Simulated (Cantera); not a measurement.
Cantera run:

```python
import numpy as np
import cantera as ct

gas_names = """
    CL CL2 H HCL H2 N NH NH2 NH3 N2 N2H2 N2H4 Si SiCL SiCL2 SiCL3 SiCL4 SiH SiHCL3 SiH2 SiH2CL2 SiH3
    SiH3CL SiH4 SiN Si2 Si2N Si3
""".split()
cond_names = """
    NH4CL(a) NH4CL(b) Si(cr) Si(L) Si3N4(a)
""".split()


# ... load() reads the species with a 1 bar reference pressure and builds the phases ...
atoms = {
    'Si2Cl6': {'Si': 2, 'CL': 6},
    'NH3': {'N': 1, 'H': 3},
}
top_T = {'Si3N4(a)': 2400}  # K; cautious upper limits of use, not melting points


# ... equilibrate(T, P, feed) seeds the gas with the atoms and calls Mixture.equilibrate('TP', solver="vcs", rtol=1e-11, max_steps=5000) ...
results = []
feed = {'Si2Cl6': 1, 'NH3': 15}  # mol
T = 825  # K
P = 2600  # Pa
mix = equilibrate(T, P, feed)
results.append((T, P, feed, dict(zip(mix.species_names, mix.species_moles))))
print(gas.report(threshold=0.0001))
for i in range(1, mix.n_phases):
    print(f"{mix.phase(i).name:16s} {mix.phase_moles(i):12.5e} mol")
```

Result:

```
       temperature   825 K
          pressure   2600 Pa
           density   0.0051923 kg/m^3
  mean mol. weight   13.698 kg/kmol
   phase of matter   gas

                          1 kg             1 kmol
                     ---------------   ---------------
          enthalpy       -1.7688e+05        -2.423e+06  J
   internal energy       -6.7763e+05       -9.2825e+06  J
           entropy             16167        2.2146e+05  J/K
    Gibbs function       -1.3515e+07       -1.8513e+08  J
 heat capacity c_p              2218             30383  J/K
 heat capacity c_v              1611             22069  J/K

                      mass frac. Y      mole frac. X     chem. pot. / RT
                     ---------------   ---------------   ---------------
               HCL           0.48517            0.1823           -42.624
                H2          0.091215            0.6198           -21.177
                N2           0.40097           0.19607            -29.67
             SiCL4           0.02255         0.0018183           -150.82
     [  +24 minor]        9.2613e-05         2.086e-05

Si(cr)            0.00000e+00 mol
Si3N4(a)          6.47404e-01 mol
```

Cantera equilibrium calculation (NASA polynomials, part measured and part estimated; ideal gas, pure solids and liquids). The feed counts by its element totals alone.
